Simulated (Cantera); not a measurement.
Feed: 1 mol Ta2O5, a varied amount of C, 17 mol H2, held at 13.3 mbar.

Cantera equilibrium calculation (NASA polynomials, part measured and part estimated; ideal gas, pure solids and liquids). Candidate condensed phases: C, C6H6, C7H8, C8H18, H2O, Ta, TaC, Ta2O5; 113 gas species. Mutual solubility and eutectic melting of coexisting phases are not modelled. TaC: taken at fixed stoichiometry. Condensed phases not in the tables: Ta2C, N, O or C dissolved in the metal. Kinetics and transport are ignored.

### Question
What condenses at these points (T in K, n(C) in mol): (1873, 2.2); (2623, 3.1); (2623, 0.32); (2023, 0.32); (2623, 5.9); (2173, 0.32); (2473, 7.8); (1873, 2.2)?

### Answer
```tsv
T (K)	n(C) in mol	condensed phases	Ta condensed (%)
1873	2.2	TaC + Ta2O5	100.0
2623	3.1	Ta	43.9
2623	0.32	Ta2O5	16.7
2023	0.32	Ta + Ta2O5	99.9
2623	5.9	Ta + TaC	99.9
2173	0.32	Ta + Ta2O5	98.9
2473	7.8	C + TaC	100.0
1873	2.2	TaC + Ta2O5	100.0
```
